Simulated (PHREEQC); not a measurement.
Solution (25 °C): 0.0081 mol HF and 0.00048 mol NH4F per kg of water. Closed to the air; pH follows from the charge balance.

Computed with PHREEQC (ion-association model, wateq4f.dat).

This is a speciation only: nothing precipitates in the calculation.

Q: Order these F species by the share of F that they hold, largest first: F-, H2F2, HF2-, HF.

A: HF (69 %), F- (27 %), H2F2 (2.2 %), HF2- (1.2 %)

The pH is 2.74 and the ionic strength 0.00238 mol/kgw. Species that the database lacks are ignored.
